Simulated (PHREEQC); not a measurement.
Consider water at 26 °C with 0.00083 mol/kgw H3AsO4, 0.24 mol/kgw HCl and 0.00019 mol/kgw CuSO4. Closed to the air; pH follows from the charge balance.

Equilibrium calculation in PHREEQC: ion-association model, wateq4f.dat.

Problem. The ionic strength comes out as 0.240 mol/kgw. What activity coefficients do SO4-2, H2AsO4-, HSO4-, H+, CuCl+ get?

Solution. SO4-2 0.27, H2AsO4- 0.74, HSO4- 0.72, H+ 0.79, CuCl+ 0.70.

Precipitation was switched off in this run. The database has no arsenate complexes of Cu.
